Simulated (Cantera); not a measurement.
A closed system holds: 1 mol CuO, a varied amount of F2, at 727 °C and 3.30e-5 bar.

Equilibrium computed with Cantera from the NASA thermochemical tables; the gas is ideal and each condensed phase is pure. Candidate condensed phases: Cu, CuF2, CuO, Cu2O; 13 gas species. Equilibrium is a limit: real reactors are often held back by kinetics, nucleation or transport.

log p: log10 of the partial pressure in bar; n: condensed amount in mol.

```csv
n(F2) (mol),log p F,log p O2,log p CuF2,log p CuF,log p F2,log p FO,log p FO2,n CuF2(s),n Cu2O(s)
0.87,-10.50,-4.74,-4.92,-5.54,<-16,<-16,<-16,0.516,0.0461
1.1,-5.22,-4.82,-4.92,-10.82,-8.43,-11.63,-12.15,0.600,0
1.4,-4.89,-5.09,-4.92,-11.15,-7.76,-11.43,-12.08,0.258,0
1.8,___,___,-4.97,___,___,-11.40,-12.14,0,0
2.4,-4.67,-5.42,-5.11,-11.57,-7.32,-11.37,-12.19,0,0
3,-4.62,-5.52,-5.22,-11.72,-7.23,-11.37,-12.24,0,0
3.9,-4.58,___,___,___,___,-11.40,___,0,0
5,-4.56,-5.76,-5.46,-12.02,-7.10,-11.43,-12.42,0,0
```

Q: What belongs in the gaps?

A: 
- 1.8, log p F: -4.77
- 1.8, log p O2: -5.27
- 1.8, log p CuF: -11.33
- 1.8, log p F2: -7.52
- 3.9, log p O2: -5.64
- 3.9, log p CuF2: -5.34
- 3.9, log p CuF: -11.88
- 3.9, log p F2: -7.15
- 3.9, log p FO2: -12.33
